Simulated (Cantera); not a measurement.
Cantera run:

```python
import numpy as np
import cantera as ct

gas_names = """
    H HNO HNO2 HNO3 HO2 H2 H2O H2O2 N NH NH2 NH3 NH2OH NO NO2 NO3 N2 N2H2 N2H4 N2O O OH O2 O3 Si SiH
    SiH2 SiH3 SiH4 SiN SiO SiO2 Si2 Si2N Si3
""".split()
cond_names = """
    H2O(s) H2O(L) Si(cr) Si(L) SiO2(Lqz) SiO2(hqz) SiO2(L) Si2N2O(s) Si3N4(a)
""".split()


def load(file, names, dense=False):
    # The tables refer to 1 bar. Condensed volumes are neglected.
    table = {s.name: s for s in ct.Species.list_from_file(file)}
    out = []
    for n in names:
        d = dict(table[n].input_data)
        d["thermo"] = dict(d["thermo"], **{"reference-pressure": 1e5})
        if dense:
            d["equation-of-state"] = {"model": "constant-volume", "density": "1e6 g/cm^3"}
        out.append(ct.Species.from_dict(d))
    return out


gas = ct.Solution(thermo="ideal-gas", species=load("nasa_gas.yaml", gas_names))
cond = {s.name: ct.Solution(thermo="fixed-stoichiometry", species=[s], name=s.name)
        for s in load("nasa_condensed.yaml", cond_names, dense=True)}
atoms = {
    'Si3N4': {'Si': 3, 'N': 4},
    'N2O': {'N': 2, 'O': 1},
    'H2': {'H': 2},
}
top_T = {'Si2N2O(s)': 2100, 'Si3N4(a)': 2400}  # K; cautious upper limits of use, not melting points


def equilibrate(T, P, feed):
    n = {}
    for name, mol in feed.items():
        for a, k in atoms[name].items():
            n[a] = n.get(a, 0.0) + k * mol
    gas.TPX = T, P, n
    mass = sum(n.values()) * gas.mean_molecular_weight
    gas.equilibrate("TP")
    valid = [c for c in cond.values() if c.min_temp <= T <= top_T.get(c.name, c.max_temp)]
    mix = ct.Mixture([(gas, mass / gas.mean_molecular_weight)] + [(c, 0.0) for c in valid])
    mix.T, mix.P = T, P
    mix.equilibrate("TP", solver="vcs", rtol=1e-11, max_steps=5000)
    return mix


results = []
feed = {'Si3N4': 1, 'N2O': 0.015, 'H2': 98}  # mol
P = 101325  # Pa
for T in [1048, 1123, 1198, 1273, 1348, 1423, 1498, 1573, 1648, 1723, 1798, 1873, 1948, 2023]:
    mix = equilibrate(T, P, feed)
    results.append((T, P, feed, dict(zip(mix.species_names, mix.species_moles))))
    x = sorted(zip(gas.X, gas.species_names), reverse=True)
    print(f"T = {T:g} K  P = {P:g} Pa  gas = {mix.phase_moles(0):.4g} mol")
    print("   x: " + "  ".join(f"{s} {v:.3e}" for v, s in x if v > 0.001))
    print("   condensed (mol): " + ("  ".join(f"{mix.phase(i).name} {mix.phase_moles(i):.4g}"
          for i in range(1, mix.n_phases) if mix.phase_moles(i) > 1e-12) or "none"))
```

Result:

```
T = 1048 K  P = 101325 Pa  gas = 98.02 mol
   x: H2 9.998e-01
   condensed (mol): Si2N2O(s) 0.015  Si3N4(a) 0.99
T = 1123 K  P = 101325 Pa  gas = 98.02 mol
   x: H2 9.998e-01
   condensed (mol): Si2N2O(s) 0.015  Si3N4(a) 0.99
T = 1198 K  P = 101325 Pa  gas = 98.02 mol
   x: H2 9.998e-01
   condensed (mol): Si2N2O(s) 0.015  Si3N4(a) 0.99
T = 1273 K  P = 101325 Pa  gas = 98.02 mol
   x: H2 9.998e-01
   condensed (mol): Si2N2O(s) 0.015  Si3N4(a) 0.99
T = 1348 K  P = 101325 Pa  gas = 98.02 mol
   x: H2 9.998e-01
   condensed (mol): Si2N2O(s) 0.015  Si3N4(a) 0.99
T = 1423 K  P = 101325 Pa  gas = 98.02 mol
   x: H2 9.998e-01
   condensed (mol): Si2N2O(s) 0.015  Si3N4(a) 0.99
T = 1498 K  P = 101325 Pa  gas = 98.02 mol
   x: H2 9.998e-01
   condensed (mol): Si2N2O(s) 0.01495  Si3N4(a) 0.99
T = 1573 K  P = 101325 Pa  gas = 98.02 mol
   x: H2 9.997e-01
   condensed (mol): Si2N2O(s) 0.01456  Si3N4(a) 0.99
T = 1648 K  P = 101325 Pa  gas = 98.07 mol
   x: H2 9.992e-01
   condensed (mol): Si(cr) 0.06487  Si2N2O(s) 0.0128  Si3N4(a) 0.9688
T = 1723 K  P = 101325 Pa  gas = 98.25 mol
   x: H2 9.974e-01  N2 2.335e-03
   condensed (mol): Si(L) 0.3077  Si2N2O(s) 0.006058  Si3N4(a) 0.8897
T = 1798 K  P = 101325 Pa  gas = 98.86 mol
   x: H2 9.910e-01  N2 8.411e-03
   condensed (mol): Si(L) 1.206  Si3N4(a) 0.5917
T = 1873 K  P = 101325 Pa  gas = 100.1 mol
   x: H2 9.790e-01  N2 2.014e-02
   condensed (mol): Si(L) 2.978
T = 1948 K  P = 101325 Pa  gas = 100.1 mol
   x: H2 9.785e-01  N2 2.013e-02  H 1.110e-03
   condensed (mol): Si(L) 2.973
T = 2023 K  P = 101325 Pa  gas = 100.1 mol
   x: H2 9.776e-01  N2 2.012e-02  H 1.865e-03
   condensed (mol): Si(L) 2.963
```

Cantera equilibrium calculation (NASA polynomials, part measured and part estimated; ideal gas, pure solids and liquids). Mutual solubility and eutectic melting of coexisting phases are not modelled. Gases not in the tables: Si2H6 and higher silanes.
